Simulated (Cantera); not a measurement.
A perfectly stirred reactor is fed with CH₃OH : O₂ : N₂ : H₂O = 1 : 1.15 : 6.46 : 0.18 (molar parts), equivalence ratio 1.3, at 25000 Pa; it is adiabatic with a 550 K inlet, and is followed from long to short residence time, starting on the burning branch (τ in s: 0.1, 0.044, 0.019, 0.0079, 0.0033, 0.0014, 0.0006, 0.00025, 0.00011, 4.5e-05).

Computed with Cantera and GRI-Mech 3.0 (53 species, 325 reactions). GRI-Mech 3.0 was tuned for natural gas; its chemistry of methanol as a main component is partial and can be far from experiment.

Problem. Predict: blow-out, bracketed by the residence times tried; x(CH₃OH) at τ = 0.100 s; x(O₂) at τ = 0.100 s; x(H₂O) at τ = 0.100 s; x(CH₃) at τ = 0.100 s; x(H) at τ = 0.100 s; x(CH₃OH) at τ = 1.40 ms; x(O₂) at τ = 1.40 ms; x(H₂O) at τ = 1.40 ms; x(CH₃) at τ = 1.40 ms; x(H) at τ = 1.40 ms.

Solution. 
```
Quantity                                                                        Result
------------------------------------------------  ------------------------------------
blow-out, bracketed by the residence times tried  burning at 0.600 ms, out at 0.250 ms
x(CH₃OH) at τ = 0.100 s                                                        2.26e-6
x(O₂) at τ = 0.100 s                                                          0.000950
x(H₂O) at τ = 0.100 s                                                            0.189
x(CH₃) at τ = 0.100 s                                                          1.11e-6
x(H) at τ = 0.100 s                                                            0.00549
x(CH₃OH) at τ = 1.40 ms                                                        8.85e-5
x(O₂) at τ = 1.40 ms                                                           0.00614
x(H₂O) at τ = 1.40 ms                                                            0.181
x(CH₃) at τ = 1.40 ms                                                          5.17e-5
x(H) at τ = 1.40 ms                                                             0.0120
```
